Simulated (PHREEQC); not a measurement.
Metal-bearing waste water: speciation

A solution holds 0.005 mol/kgw CuSO4 and 0.0025 mol/kgw CuCl2, at 25 °C. It is in equilibrium with CO2 at log p = -3.4 (atm). Otherwise closed; pH follows from the charge balance.

All values are PHREEQC results (ion-association model, wateq4f.dat), not measurements.

No solid was allowed to form.

Problem. Estimate the pH, ionic strength.

Solution. pH 4.89; ionic strength 0.0216 mol/kgw.

Problem. In which forms is S present?

Solution. SO4-2 71 %, CuSO4 29 % of the S.

Saturation is exceeded, for instance for Antlerite, Brochantite; the values hold only as long as no solid forms.
